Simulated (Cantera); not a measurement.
**Premixed flame**

A freely propagating, adiabatic, planar premixed flame of H2 : O2 : N2 = 1 : 0.455 : 1.71 (molar parts), equivalence ratio 1.1, unburnt at 448 K and 18000 Pa; multicomponent transport, grid criteria slope 0.08 and curve 0.16, no radiation.

Computed with Cantera and the H2/O2 subset of GRI-Mech 3.0, which has no nitrogen chemistry. Burning velocities carry a grid error of a few per cent, more on coarse grids.

| z (mm) | T (K) | u (m/s) | x H2 | x O2 | x H2O | x H | x OH | x HO2 |
|---|---|---|---|---|---|---|---|---|
| -12.0 | 448 | 3.93 | 0.316 | 0.144 | <1e-8 | <1e-8 | <1e-8 | <1e-8 |
| -7.99 | 448 | 3.93 | 0.316 | 0.144 | <1e-8 | <1e-8 | <1e-8 | <1e-8 |
| -5.99 | 448 | 3.93 | 0.316 | 0.144 | <1e-8 | <1e-8 | <1e-8 | <1e-8 |
| -4.00 | 448 | 3.93 | 0.316 | 0.144 | <1e-8 | <1e-8 | <1e-8 | 1.11e-8 |
| -2.00 | 452 | 3.96 | 0.315 | 0.144 | 0.000118 | 3.35e-5 | 1.08e-5 | 6.59e-5 |
| -0.999 | 624 | 5.39 | 0.292 | 0.139 | 0.0135 | 0.00578 | 0.000547 | 6.77e-5 |
| 0 | 1083 | 9.01 | 0.162 | 0.0957 | 0.110 | 0.0560 | 0.00260 | 2.11e-5 |
| 0.999 | 1384 | 11.4 | 0.0626 | 0.0344 | 0.220 | 0.0860 | 0.00768 | 6.77e-6 |
| 2.00 | 1510 | 12.3 | 0.0554 | 0.0258 | 0.236 | 0.0791 | 0.0101 | 4.43e-6 |
| 4.00 | 1650 | 13.3 | 0.0574 | 0.0226 | 0.243 | 0.0656 | 0.0126 | 3.29e-6 |
| 7.99 | 1804 | 14.4 | 0.0584 | 0.0193 | 0.253 | 0.0512 | 0.0148 | 2.38e-6 |
| 16.0 | 1961 | 15.5 | 0.0573 | 0.0158 | 0.265 | 0.0377 | 0.0162 | 1.68e-6 |
| 32.0 | 2111 | 16.5 | 0.0543 | 0.0122 | 0.278 | 0.0262 | 0.0162 | 1.20e-6 |
x: mole fraction of selected species; z is measured from the peak of heat release.

The laminar burning velocity is 393 cm/s, the thermal thickness comes out as 4.00 mm and the peak x(H) comes out as 0.0861. The peak x(OH) is 0.0164, the peak x(HO2) comes out as 0.000117 and the grid points is 143.
